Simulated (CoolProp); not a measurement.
A single-stage vapour-compression cycle with hydrogen chloride: evaporating at 246.15 K (dew point), condensing at 270.15 K (bubble point), superheat 10 K, subcooling 2 K, compressor efficiency 0.6, no pressure losses. Each further row changes one setting.

Computed with CoolProp (reference Helmholtz-energy equation of state, Thol 2018).

```json
[
 {"case": "as stated", "cooling COP": "5.14", "pressure ratio": "2.01", "discharge temperature (K)": "336.9", "refrigerating effect (kJ/kg)": "336", "volumetric capacity (kJ/m³)": "7850"},
 {"case": "evaporating temperature 251.15 K", "cooling COP": "6.77", "pressure ratio": "1.72", "discharge temperature (K)": "322.3", "refrigerating effect (kJ/kg)": "337", "volumetric capacity (kJ/m³)": "9170"},
 {"case": "condensing temperature 265.15 K", "cooling COP": "6.69", "pressure ratio": "1.76", "discharge temperature (K)": "319.6", "refrigerating effect (kJ/kg)": "346", "volumetric capacity (kJ/m³)": "8080"},
 {"case": "subcooling 7 K", "cooling COP": "5.29", "pressure ratio": "2.01", "discharge temperature (K)": "336.9", "refrigerating effect (kJ/kg)": "346", "volumetric capacity (kJ/m³)": "8080"},
 {"case": "superheat 20 K", "cooling COP": "5.01", "pressure ratio": "2.01", "discharge temperature (K)": "352.3", "refrigerating effect (kJ/kg)": "347", "volumetric capacity (kJ/m³)": "7650"},
 {"case": "compressor efficiency 0.5", "cooling COP": "4.29", "pressure ratio": "2.01", "discharge temperature (K)": "350.3", "refrigerating effect (kJ/kg)": "336", "volumetric capacity (kJ/m³)": "7850"}
]
```
